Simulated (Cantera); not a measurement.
**Low-pressure radical oxidation in H2/O2**

A perfectly stirred reactor is fed with H2 : O2 : N2 = 0.39 : 1 : 2.5 (molar parts), equivalence ratio 0.20, at 14.3 Torr; it is held at 1000 K, and followed from long to short residence time.

Cantera simulation using the H2/O2 subset of GRI-Mech 3.0, which has no nitrogen chemistry; the numbers are that mechanism's predictions, not measurements. Radical loss at walls, strong at low pressure, is not modelled. The temperature is held fixed by assumption; the heat of reaction is taken as removed at once.

| τ (s) | x H2 | x O2 | x OH | x H2O | x H2O2 |
|---|---|---|---|---|---|
| 1.4 | 0.000747 | 0.218 | 0.000380 | 0.104 | 1.84e-7 |
| 0.60 | 0.00124 | 0.218 | 0.000519 | 0.103 | 1.93e-7 |
| 0.26 | 0.00202 | 0.217 | 0.000708 | 0.102 | 1.96e-7 |
| 0.11 | 0.00333 | 0.217 | 0.000971 | 0.0993 | 1.93e-7 |
| 0.050 | 0.00523 | 0.217 | 0.00128 | 0.0950 | 1.84e-7 |
| 0.022 | 0.00832 | 0.218 | 0.00164 | 0.0877 | 1.73e-7 |
| 0.0094 | 0.0134 | 0.219 | 0.00203 | 0.0769 | 1.63e-7 |
| 0.0041 | 0.0218 | 0.222 | 0.00232 | 0.0639 | 1.62e-7 |
| 0.0018 | 0.0365 | 0.228 | 0.00238 | 0.0484 | 1.61e-7 |
| 0.00078 | 0.0625 | 0.240 | 0.00184 | 0.0274 | 1.29e-7 |
x: mole fraction; the columns are a selection and need not sum to one.
